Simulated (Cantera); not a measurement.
What does this Cantera script print?

```python
import numpy as np
import cantera as ct

gas_names = """
    CL CL2 H HCL H2 N NH NH2 NH3 N2 N2H2 N2H4 Si SiCL SiCL2 SiCL3 SiCL4 SiH SiHCL3 SiH2 SiH2CL2 SiH3
    SiH3CL SiH4 SiN Si2 Si2N Si3
""".split()
cond_names = """
    NH4CL(a) NH4CL(b) Si(cr) Si(L) Si3N4(a)
""".split()


# ... load() reads the species with a 1 bar reference pressure and builds the phases ...
atoms = {
    'Si': {'Si': 1},
    'HCl': {'H': 1, 'CL': 1},
    'N2': {'N': 2},
}
top_T = {'Si3N4(a)': 2400}  # K; cautious upper limits of use, not melting points


# ... equilibrate(T, P, feed) seeds the gas with the atoms and calls Mixture.equilibrate('TP', solver="vcs", rtol=1e-11, max_steps=5000) ...
results = []
feed = {'Si': 1, 'HCl': 22, 'N2': 3.8}  # mol
P = 350  # Pa
for T in [450, 550, 650, 750, 850, 950, 1050, 1150, 1250, 1350, 1450, 1550, 1650]:
    mix = equilibrate(T, P, feed)
    results.append((T, P, feed, dict(zip(mix.species_names, mix.species_moles))))

top = {s: max(r[3][s] / sum(r[3][g] for g in gas_names) for r in results) for s in gas_names}
cols = sorted((s for s in top if top[s] > 1e-06), key=lambda s: -top[s])[:7]
seen = [c for c in cond_names if any(r[3].get(c, 0) > 1e-12 for r in results)]
print("log10 of partial pressures in bar; condensed amounts in mol")
print(f"{'T/K':>10s}" + "".join(f"{s[:9]:>10s}" for s in cols + seen))
for T, P, feed, n in results:
    ng = sum(n[g] for g in gas_names)
    print(f"{T:10.4g}" + "".join(f"{np.log10(max(n[s] / ng * P / 1e5, 1e-99)):10.3f}" for s in cols)
          + "".join(f"{n.get(c, 0):10.4g}" for c in seen))
```

It prints:

```
log10 of partial pressures in bar; condensed amounts in mol
       T/K       HCL        N2        H2     SiCL4     SiCL2     SiCL3        CL
       450    -2.595    -3.271    -3.550    -3.850   -28.075   -18.272   -23.307
       550    -2.595    -3.271    -3.549    -3.850   -21.599   -14.499   -18.766
       650    -2.595    -3.271    -3.549    -3.850   -17.139   -11.899   -15.611
       750    -2.595    -3.271    -3.549    -3.850   -13.886   -10.001   -13.289
       850    -2.595    -3.271    -3.549    -3.850   -11.413    -8.557   -11.507
       950    -2.595    -3.271    -3.549    -3.851    -9.471    -7.423   -10.096
      1050    -2.595    -3.271    -3.550    -3.852    -7.909    -6.509    -8.951
      1150    -2.595    -3.271    -3.552    -3.858    -6.631    -5.764    -8.001
      1250    -2.594    -3.271    -3.560    -3.883    -5.593    -5.165    -7.197
      1350    -2.590    -3.274    -3.593    -3.974    -4.814    -4.743    -6.496
      1450    -2.582    -3.278    -3.663    -4.195    -4.337    -4.547    -5.864
      1550    -2.576    -3.283    -3.739    -4.544    -4.098    -4.543    -5.306
      1650    -2.574    -3.286    -3.783    -4.976    -3.986    -4.652    -4.830
```

Equilibrium computed with Cantera from the NASA thermochemical tables; the gas is ideal and each condensed phase is pure. The tables' values for SiCl3 are old estimates; treat these amounts as uncertain.
